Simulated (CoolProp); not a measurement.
Values from CoolProp's reference Helmholtz-energy equation of state, Thol 2022.

Task: For vinyl chloride, give the phase and the Z, speed of sound (m/s), isothermal compressibility (1/MPa), fugacity coefficient at 343.1 K and 7880 kPa.

Result: 
- 343.1 K and 7880 kPa: liquid; Z 0.208, speed of sound 720, isothermal compressibility 0.00381, fugacity coefficient 0.162
